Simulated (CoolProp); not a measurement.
Values from CoolProp's reference Helmholtz-energy equation of state, Bücker 2006.

**Question.** Give the vapour pressure (MPa), vapour density (kg/m³), surface tension (mN/m), vapour viscosity (µPa s) of saturated n-butane at 254.4, 257.9, 261.4 K.

**Answer.** 
| T (K) | p (MPa) | vapour density (kg/m³) | surface tension (mN/m) | vapour viscosity (µPa s) |
|---|---|---|---|---|
| 254.4 | 0.0478 | 1.35 | 17.1 | 6.32 |
| 257.9 | 0.0557 | 1.55 | 16.6 | 6.40 |
| 261.4 | 0.0647 | 1.78 | 16.2 | 6.48 |

Viscosity comes from a separate model (Vogel 1999). Surface tension comes from a separate correlation (Mulero 2012).
